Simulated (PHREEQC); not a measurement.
A solution holds 20 mmol/kgw NiSO4, 0.89 mmol/kgw CaCl2, 3.7 mmol/kgw H2SO4 and 0.82 mmol/kgw Na2SO4, at 20 °C. Closed to the air; pH follows from the charge balance.

Model: ion-association model, wateq4f.dat, run in PHREEQC.

This is a speciation only: nothing precipitates in the calculation.

What pH, ionic strength does the model give?

pH 2.40; ionic strength 0.0625 mol/kgw.

In which forms is Na present?

Na+ 97 %, NaSO4- 3.0 % of the Na.
